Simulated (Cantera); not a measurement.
Input (Python, Cantera) and output of one run.

```python
import numpy as np
import cantera as ct

gas_names = """
    C CH CH2 CH3 CH2OH CH3O CH4 CH3OH CO CO2 COOH C2 C2H CHCO,ketyl C2H2,acetylene C2H2,vinylidene
    CH2CO,ketene C2H3,vinyl CH3CO,acetyl C2H4 C2H4O,ethylen CH3CHO,ethanal CH3COOH (HCOOH)2 C2H5 C2H6
    CH3OCH3 C2H5OH C2O C3 C3H3,propargyl C3H4,allene C3H4,propyne C3H4,cyclo- C3H5,allyl C3H6,propylene
    C3H6,cyclo- C3H6O C3H7,n-propyl C3H7,i-propyl C3H8 C3H8O,1propanol C3H8O,2propanol C3O2 C4 C4H2
    C4H4,1,3-cyclo- C4H6,butadiene C4H6,2-butyne C4H6,cyclo- C4H8,1-butene C4H8,cis2-buten
    C4H8,tr2-butene C4H8,isobutene C4H8,cyclo- (CH3COOH)2 C4H9,n-butyl C4H9,i-butyl C4H9,s-butyl
    C4H9,t-butyl C4H10,isobutane C4H10,n-butane C5 C5H6,1,3cyclo- C5H8,cyclo- C5H10,1-pentene
    C5H10,cyclo- C5H11,pentyl C5H11,t-pentyl C5H12,n-pentane C5H12,i-pentane CH3C(CH3)2CH3 C6H2
    C6H5,phenyl C6H5O,phenoxy C6H6 C6H5OH,phenol C6H10,cyclo- C6H12,1-hexene C6H12,cyclo- C6H13,n-hexyl
    C7H7,benzyl C7H8 C7H8O,cresol C7H14,1-heptene C7H15,n-heptyl C7H16,n-heptane C8H8,styrene
    C8H10,ethylbenz C8H16,1-octene C8H17,n-octyl C8H18,isooctane C8H18,n-octane C9H19,n-nonyl
    C10H8,naphthale C10H21,n-decyl C12H9,o-bipheny C12H10,bipheny Cu CuO Cu2 H HCO HO2 H2
    HCHO,formaldehy HCOOH H2O H2O2 O OH O2 O3
""".split()
cond_names = """
    C(gr) C6H6(L) C7H8(L) C8H18(L),n-octa Cu(cr) Cu(L) CuO(s) CuO2H2(s) Cu2O(s) Cu2O(L) H2O(s) H2O(L)
""".split()


def load(file, names, dense=False):
    # The tables refer to 1 bar. Condensed volumes are neglected.
    table = {s.name: s for s in ct.Species.list_from_file(file)}
    out = []
    for n in names:
        d = dict(table[n].input_data)
        d["thermo"] = dict(d["thermo"], **{"reference-pressure": 1e5})
        if dense:
            d["equation-of-state"] = {"model": "constant-volume", "density": "1e6 g/cm^3"}
        out.append(ct.Species.from_dict(d))
    return out


gas = ct.Solution(thermo="ideal-gas", species=load("nasa_gas.yaml", gas_names))
cond = {s.name: ct.Solution(thermo="fixed-stoichiometry", species=[s], name=s.name)
        for s in load("nasa_condensed.yaml", cond_names, dense=True)}
atoms = {
    'CuO': {'Cu': 1, 'O': 1},
    'CO': {'C': 1, 'O': 1},
    'H2': {'H': 2},
}
top_T = {'C(gr)': 4500, 'CuO(s)': 1390}  # K; cautious upper limits of use, not melting points


def equilibrate(T, P, feed):
    n = {}
    for name, mol in feed.items():
        for a, k in atoms[name].items():
            n[a] = n.get(a, 0.0) + k * mol
    gas.TPX = T, P, n
    mass = sum(n.values()) * gas.mean_molecular_weight
    gas.equilibrate("TP")
    valid = [c for c in cond.values() if c.min_temp <= T <= top_T.get(c.name, c.max_temp)]
    mix = ct.Mixture([(gas, mass / gas.mean_molecular_weight)] + [(c, 0.0) for c in valid])
    mix.T, mix.P = T, P
    mix.equilibrate("TP", solver="vcs", rtol=1e-11, max_steps=5000)
    return mix


results = []
feed = {'CuO': 1, 'CO': 2.5, 'H2': 4.8}  # mol
P = 230  # Pa
for T in [948, 1098, 1248, 1398, 1548, 1698, 1848, 1998, 2148]:
    mix = equilibrate(T, P, feed)
    results.append((T, P, feed, dict(zip(mix.species_names, mix.species_moles))))

top = {s: max(r[3][s] / sum(r[3][g] for g in gas_names) for r in results) for s in gas_names}
cols = sorted((s for s in top if top[s] > 0.0001), key=lambda s: -top[s])[:5]
seen = [c for c in cond_names if any(r[3].get(c, 0) > 1e-12 for r in results)]
print("log10 of partial pressures in bar; condensed amounts in mol")
print(f"{'T/K':>10s}" + "".join(f"{s[:9]:>10s}" for s in cols + seen))
for T, P, feed, n in results:
    ng = sum(n[g] for g in gas_names)
    print(f"{T:10.4g}" + "".join(f"{np.log10(max(n[s] / ng * P / 1e5, 1e-99)):10.3f}" for s in cols)
          + "".join(f"{n.get(c, 0):10.4g}" for c in seen))
```

Output:

```
log10 of partial pressures in bar; condensed amounts in mol
       T/K        H2        CO        Cu       H2O       CO2    Cu(cr)     Cu(L)
       948    -2.872    -3.193   -11.763    -3.772    -3.836         1         0
      1098    -2.884    -3.167    -9.254    -3.683    -3.969         1         0
      1248    -2.893    -3.152    -7.356    -3.633    -4.084    0.9999         0
      1398    -2.899    -3.142    -5.887    -3.604    -4.182         0    0.9959
      1548    -2.906    -3.138    -4.745    -3.588    -4.266         0    0.9424
      1698    -2.937    -3.161    -3.810    -3.603    -4.359         0    0.4715
      1848    -2.968    -3.184    -3.560    -3.621    -4.440         0         0
      1998    -2.980    -3.186    -3.563    -3.620    -4.486         0         0
      2148    -3.005    -3.192    -3.570    -3.630    -4.525         0         0
```

Method: chemical equilibrium by Gibbs-energy minimisation in Cantera with the NASA 1993 tables (ideal gas, pure condensed phases).
